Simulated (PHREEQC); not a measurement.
Model water analysis in mg/L, 20 °C, pH 6.83, pe 10.5:

| constituent | mg/L |
|---|---|
| Na | 0.0539 |
| K | 1.83e-05 |
| Ca | 0.149 |
| Mg | 0.0407 |
| Cl | 0.215 |
| S(6) as SO4 | 0.133 |
| Alkalinity as HCO3 | 0.265 |
| Pb | 0.00175 |
| O(0) (dissolved oxygen) | 0.000117 |
| Li | 9.28e-05 |
| F | 0.000208 |

Valence states are taken as typed.

Computed with PHREEQC (ion-association model, wateq4f.dat).

No solid was allowed to form.

Q: Order these Pb species by the share of Pb that they hold, largest first: Pb+2, PbHCO3+, PbOH+, PbCO3.

A: Pb+2 (87 %), PbOH+ (11 %), PbCO3 (1.9 %), PbHCO3+ (0.30 %)

The pH is 6.83 and the ionic strength 2.01e-5 mol/kgw. Species that the database lacks are ignored.
